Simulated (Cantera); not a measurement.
A closed system holds: 1 mol Si, 0.002 mol H2O, 99 mol H2, equilibrated at 1.10 mbar.

Equilibrium computed with Cantera from the NASA thermochemical tables; the gas is ideal and each condensed phase is pure. Candidate condensed phases: H2O, Si, SiO2; 18 gas species. Mutual solubility and eutectic melting of coexisting phases are not modelled. Gases not in the tables: Si2H6 and higher silanes. The numbers say what is thermodynamically allowed, not how fast it happens.

Q: Which condensed phases are stable at each of these points (T (K)): 948, 1023, 1098, 1173, 1248, 1323, 1398, 1473, 1548, 1623, 1698?

A: 
| T (K) | condensed phases | Si condensed (%) |
|---|---|---|
| 948 | Si(s) + SiO2(β-quartz) | 100.0 |
| 1023 | Si(s) + SiO2(β-quartz) | 100.0 |
| 1098 | Si(s) + SiO2(β-quartz) | 99.8 |
| 1173 | Si(s) | 99.8 |
| 1248 | Si(s) | 99.8 |
| 1323 | Si(s) | 99.8 |
| 1398 | Si(s) | 99.8 |
| 1473 | Si(s) | 99.7 |
| 1548 | Si(s) | 99.5 |
| 1623 | Si(s) | 98.2 |
| 1698 | Si(l) | 93.4 |

From 948 K to 1098 K the condensed part is Si(s) + SiO2(β-quartz). From 1173 K to 1623 K the condensed part is Si(s). At 1698 K the condensed part is Si(l).
